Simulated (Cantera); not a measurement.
Cantera run:

```python
import numpy as np
import cantera as ct

gas_names = """
    CL CLO CL2 O O2 O3 Ti TiCL TiCL2 TiCL3 TiCL4 TiO TiOCL TiOCL2 TiO2
""".split()
cond_names = """
    Ti(a) Ti(b) Ti(L) TiCL2(s) TiCL3(s) TiCL4(L) TiO(a) TiO(b) TiO(L) TiO2(ru) TiO2(L) Ti2O3(a) Ti2O3(b)
    Ti2O3(L) Ti3O5(a) Ti3O5(b) Ti3O5(L) Ti4O7(s) Ti4O7(L)
""".split()


# ... load() reads the species with a 1 bar reference pressure and builds the phases ...
atoms = {
    'TiCl4': {'Ti': 1, 'CL': 4},
    'O2': {'O': 2},
}
top_T = {'TiCL2(s)': 1300, 'TiCL3(s)': 1000}  # K; cautious upper limits of use, not melting points


# ... equilibrate(T, P, feed) seeds the gas with the atoms and calls Mixture.equilibrate('TP', solver="vcs", rtol=1e-11, max_steps=5000) ...
results = []
feed = {'TiCl4': 1, 'O2': 0.072}  # mol
P = 16  # Pa
for T in [1525, 1550, 1575, 1600, 1625, 1650, 1675, 1700, 1725, 1750]:
    mix = equilibrate(T, P, feed)
    results.append((T, P, feed, dict(zip(mix.species_names, mix.species_moles))))

top = {s: max(r[3][s] / sum(r[3][g] for g in gas_names) for r in results) for s in gas_names}
cols = sorted((s for s in top if top[s] > 0.0001), key=lambda s: -top[s])[:9]
seen = [c for c in cond_names if any(r[3].get(c, 0) > 1e-12 for r in results)]
print("log10 of partial pressures in bar; condensed amounts in mol")
print(f"{'T/K':>10s}" + "".join(f"{s[:9]:>10s}" for s in cols + seen))
for T, P, feed, n in results:
    ng = sum(n[g] for g in gas_names)
    print(f"{T:10.4g}" + "".join(f"{np.log10(max(n[s] / ng * P / 1e5, 1e-99)):10.3f}" for s in cols)
          + "".join(f"{n.get(c, 0):10.4g}" for c in seen))
```

Output:

```
log10 of partial pressures in bar; condensed amounts in mol
       T/K     TiCL4        CL     TiCL3    TiOCL2     TiCL2       CL2  TiO2(ru)  Ti4O7(s)
      1525    -4.014    -4.318    -4.840    -6.690    -8.333    -6.314   0.07115         0
      1550    -4.053    -4.286    -4.720    -6.545    -8.010    -6.389   0.07077         0
      1575    -4.101    -4.254    -4.615    -6.410    -7.712    -6.458   0.07026         0
      1600    -4.159    -4.221    -4.526    -6.285    -7.436    -6.525   0.06958         0
      1625    -4.228    -4.191    -4.452    -6.170    -7.179    -6.590   0.06869         0
      1650    -4.307    -4.163    -4.390    -6.065    -6.939    -6.658   0.06759         0
      1675    -4.396    -4.139    -4.340    -5.969    -6.713    -6.729   0.06624         0
      1700    -4.495    -4.118    -4.301    -5.883    -6.500    -6.804   0.06467         0
      1725    -4.604    -4.093    -4.281    -5.809    -6.317    -6.866         0   0.01797
      1750    -4.718    -4.080    -4.258    -5.761    -6.124    -6.950         0   0.01756
```

Cantera equilibrium calculation (NASA polynomials, part measured and part estimated; ideal gas, pure solids and liquids). The tables' values for TiCl2, TiOCl are old estimates; treat these amounts as uncertain. Condensed phases not in the tables: Magnéli phases beyond Ti4O7.
